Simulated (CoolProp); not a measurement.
Propylene along the isotherm 411.3 K: density (kg/m³) from the reference equation and from simpler models built on Tc = 364.2 K, pc = 4555 kPa, ω = 0.146; each cubic takes its own stable root.

The numbers come from the reference Helmholtz-energy equation of state, Lemmon 2013 in CoolProp.

| p (kPa) | phase | reference | van der Waals | Soave-Redlich-Kwong | Peng-Robinson |
|---|---|---|---|---|---|
| 36 | gas | 0.4438 | 0.4438 | 0.4438 | 0.4439 |
| 56.1 | gas | 0.6923 | 0.6922 | 0.6923 | 0.6926 |
| 87.3 | gas | 1.079 | 1.079 | 1.079 | 1.080 |
| 136 | gas | 1.685 | 1.685 | 1.685 | 1.687 |
| 212 | gas | 2.638 | 2.636 | 2.637 | 2.641 |
| 330 | gas | 4.131 | 4.127 | 4.130 | 4.140 |
| 513 | gas | 6.485 | 6.476 | 6.482 | 6.507 |
| 799 | gas | 10.26 | 10.24 | 10.25 | 10.31 |
| 1240 | gas | 16.33 | 16.28 | 16.31 | 16.46 |
| 1940 | gas | 26.66 | 26.57 | 26.60 | 27.00 |
| 3020 | gas | 44.67 | 44.59 | 44.46 | 45.56 |
| 4700 | supercritical | 79.99 | 81.29 | 79.04 | 82.22 |
| 7310 | supercritical | 169.5 | 186.5 | 159.4 | 169.1 |
| 11400 | supercritical | 311.2 | 264.0 | 274.1 | 297.1 |
